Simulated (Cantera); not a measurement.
Charge: 1 mol AlN, 27 mol HCl, held at 1150 °C and 38.0 mbar.

These are equilibrium values from Cantera (NASA tables, ideal gas, pure condensed phases), not measurements of a reactor. Candidate condensed phases: Al, AlCl3, AlN, NH4Cl; 20 gas species. The tables' values for AlCl2 are old estimates; treat these amounts as uncertain. Kinetics and transport are ignored.

Base state: HCl 0.889, H2 0.0556, AlCl3 0.0370, N2 0.0185, Cl 0.000105, AlCl2 4.50e-5 (mole fractions); condensed: gas only.

**Question.** What changes in the equilibrium state with this change: temperature from 1150 °C to 1525 °C?

**Answer.** 
| species | before | after |
|---|---|---|
| HCl | 0.889 | 0.882 |
| H2 | 0.0556 | 0.0567 |
| AlCl3 | 0.0370 | 0.0352 |
| Cl | 0.000105 | 0.00513 |
| N2 | 0.0185 | 0.0184 |
| AlCl | 5.78e-7 | 0.000206 |
| H | 8.05e-6 | 0.000431 |
| AlCl2 | 4.50e-5 | 0.00153 |
| Cl2 | 3.68e-7 | 1.02e-5 |

**Question.** What changes in the equilibrium state with this change: HCl from 27 to 2.1 mol?

**Answer.** 
| species | before | after |
|---|---|---|
| H2 | 0.0556 | 0.436 |
| AlCl3 | 0.0370 | 0.286 |
| N2 | 0.0185 | 0.147 |
| HCl | 0.889 | 0.122 |
| AlCl | 5.78e-7 | 0.00186 |
| AlCl2 | 4.50e-5 | 0.00710 |
| Cl | 0.000105 | 5.16e-6 |
| H | 8.05e-6 | 2.26e-5 |
| AlN(s), mol | 0 | 0.378 |
